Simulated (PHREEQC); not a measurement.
0.06 g of hydrous ferric oxide (600 m²/g; 0.2 weak and 0.005 strong sites per Fe, Dzombak-Morel constants, diffuse double layer) in 1 kg of water with 0.01 mol/kgw of an inert sodium salt and 2.4e-07 mol CuSO4, at 25 °C; the pH is set by adding NaOH or the inert anion's acid. Oxygen is held at 0.21 atm. The system is closed to CO2. Precipitation was switched off in this run.

The series has 17 steps of pH, from 3 to 9.

Model: ion-association model, wateq4f.dat, run in PHREEQC.

**Question.** Near which pH is half of the S sorbed, and on which side is more sorbed?

**Answer.** Near pH 6.2, with more sorbed at lower pH.

**Question.** Near which pH is half of the Cu sorbed, and on which side is more sorbed?

**Answer.** Near pH 5.3, with more sorbed at higher pH.

The database's constant for dissolved Cu(OH)2 is higher than later reviews accept. The oxide is taken as insoluble; below pH 4 it would dissolve.
